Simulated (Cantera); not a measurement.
Input (Python, Cantera):

```python
import numpy as np
import cantera as ct

gas = ct.Solution("h2o2.yaml")


def delay(T, t_max=10):
    gas.TPX = T, 100000, {'H2': 1, 'O2': 0.658, 'N2': 2.47, 'H2O': 0.097}
    reactor = ct.IdealGasReactor(gas, clone=False)
    net = ct.ReactorNet([reactor])
    net.rtol, net.atol = 1e-8, 1e-16
    while net.time < t_max:
        t_old, T_old = net.time, reactor.T
        net.step()
        if reactor.T > T + 400:  # ignition: a rise of 400 K
            return t_old + (T + 400 - T_old) / (reactor.T - T_old) * (net.time - t_old)
    return np.nan


taus = []
for T in [925, 975, 1025, 1075, 1125, 1175, 1225, 1275]:
    taus.append(delay(T))
    print(f"T0 = {T:6g} K   tau = {taus[-1]:.4e} s")
```

Result:

```
T0 =    925 K   tau = 1.1173e-01 s
T0 =    975 K   tau = 3.1347e-03 s
T0 =   1025 K   tau = 2.3751e-04 s
T0 =   1075 K   tau = 1.1911e-04 s
T0 =   1125 K   tau = 7.6406e-05 s
T0 =   1175 K   tau = 5.4444e-05 s
T0 =   1225 K   tau = 4.1276e-05 s
T0 =   1275 K   tau = 3.2690e-05 s
```

Cantera simulation using the H2/O2 subset of GRI-Mech 3.0, which has no nitrogen chemistry; the numbers are that mechanism's predictions, not measurements. Below about 950 K walls govern HO2 and H2O2 in real vessels.
